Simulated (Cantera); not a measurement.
Cantera run:

```python
import numpy as np
import cantera as ct

gas_names = """
    B BCL BCL2 BCL3 BH BH2 BH3 BN B2 CL CL2 H HCL H2 N NH NH2 NH3 N2 N2H2 N2H4
""".split()
cond_names = """
    B(b) B(L) BN(s) NH4CL(a) NH4CL(b)
""".split()


def load(file, names, dense=False):
    # The tables refer to 1 bar. Condensed volumes are neglected.
    table = {s.name: s for s in ct.Species.list_from_file(file)}
    out = []
    for n in names:
        d = dict(table[n].input_data)
        d["thermo"] = dict(d["thermo"], **{"reference-pressure": 1e5})
        if dense:
            d["equation-of-state"] = {"model": "constant-volume", "density": "1e6 g/cm^3"}
        out.append(ct.Species.from_dict(d))
    return out


gas = ct.Solution(thermo="ideal-gas", species=load("nasa_gas.yaml", gas_names))
cond = {s.name: ct.Solution(thermo="fixed-stoichiometry", species=[s], name=s.name)
        for s in load("nasa_condensed.yaml", cond_names, dense=True)}
atoms = {
    'BN': {'B': 1, 'N': 1},
    'HCl': {'H': 1, 'CL': 1},
    'N2': {'N': 2},
}
top_T = {'BN(s)': 3200}  # K; cautious upper limits of use, not melting points


def equilibrate(T, P, feed):
    n = {}
    for name, mol in feed.items():
        for a, k in atoms[name].items():
            n[a] = n.get(a, 0.0) + k * mol
    gas.TPX = T, P, n
    mass = sum(n.values()) * gas.mean_molecular_weight
    gas.equilibrate("TP")
    valid = [c for c in cond.values() if c.min_temp <= T <= top_T.get(c.name, c.max_temp)]
    mix = ct.Mixture([(gas, mass / gas.mean_molecular_weight)] + [(c, 0.0) for c in valid])
    mix.T, mix.P = T, P
    mix.equilibrate("TP", solver="vcs", rtol=1e-11, max_steps=5000)
    return mix


results = []
feed = {'BN': 1, 'HCl': 2, 'N2': 1.6}  # mol
P = 10000  # Pa
for T in [898, 948, 998, 1048, 1098, 1148, 1198, 1248, 1298, 1348, 1398, 1448, 1498]:
    mix = equilibrate(T, P, feed)
    results.append((T, P, feed, dict(zip(mix.species_names, mix.species_moles))))

top = {s: max(r[3][s] / sum(r[3][g] for g in gas_names) for r in results) for s in gas_names}
cols = sorted((s for s in top if top[s] > 1e-05), key=lambda s: -top[s])[:5]
seen = [c for c in cond_names if any(r[3].get(c, 0) > 1e-12 for r in results)]
print("log10 of partial pressures in bar; condensed amounts in mol")
print(f"{'T/K':>10s}" + "".join(f"{s[:9]:>10s}" for s in cols + seen))
for T, P, feed, n in results:
    ng = sum(n[g] for g in gas_names)
    print(f"{T:10.4g}" + "".join(f"{np.log10(max(n[s] / ng * P / 1e5, 1e-99)):10.3f}" for s in cols)
          + "".join(f"{n.get(c, 0):10.4g}" for c in seen))
```

Output:

```
log10 of partial pressures in bar; condensed amounts in mol
       T/K       HCL        N2        H2      BCL3        CL     BN(s)
       898    -1.258    -1.352    -3.830    -4.006    -9.314    0.9964
       948    -1.259    -1.351    -3.670    -3.846    -8.725    0.9949
       998    -1.260    -1.351    -3.527    -3.703    -8.194    0.9929
      1048    -1.262    -1.351    -3.398    -3.574    -7.714    0.9904
      1098    -1.264    -1.350    -3.282    -3.458    -7.277    0.9874
      1148    -1.266    -1.350    -3.176    -3.352    -6.878     0.984
      1198    -1.269    -1.349    -3.079    -3.255    -6.512      0.98
      1248    -1.272    -1.349    -2.991    -3.167    -6.174    0.9755
      1298    -1.275    -1.348    -2.911    -3.087    -5.863    0.9705
      1348    -1.279    -1.347    -2.837    -3.013    -5.575    0.9651
      1398    -1.283    -1.347    -2.769    -2.946    -5.307    0.9592
      1448    -1.287    -1.346    -2.707    -2.884    -5.058     0.953
      1498    -1.292    -1.345    -2.650    -2.827    -4.825    0.9463
```

These are equilibrium values from Cantera (NASA tables, ideal gas, pure condensed phases), not measurements of a reactor. The tables' values for BCl2 are old estimates; treat these amounts as uncertain. Gases not in the tables: BHCl2.
